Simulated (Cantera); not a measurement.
# Silicon etching in halogen gases: Si + NF₃ + N₂

Feed: 1 mol Si, 1.1 mol NF₃, 7.5 mol N₂, equilibrated at 1173.15 K and 0.000110 bar.

Equilibrium computed with Cantera from the NASA thermochemical tables; the gas is ideal and each condensed phase is pure. Candidate condensed phases: Si, Si₃N₄; 16 gas species. The tables' values for SiF₃, SiF₂ are old estimates; treat these amounts as uncertain. Rates play no part.

| Property | Value |
|---|---|
| x(N₂) | 0.905 |
| x(SiF₄) | 0.0925 |
| x(SiF₃) | 0.00206 |
| x(SiF₂) | 5.43e-5 |
| n(Si₃N₄(s)) | 0.0567 mol |
| gas amount | 8.766 mol |
| log10 activity of Si(s) (absent) | -2.61 |
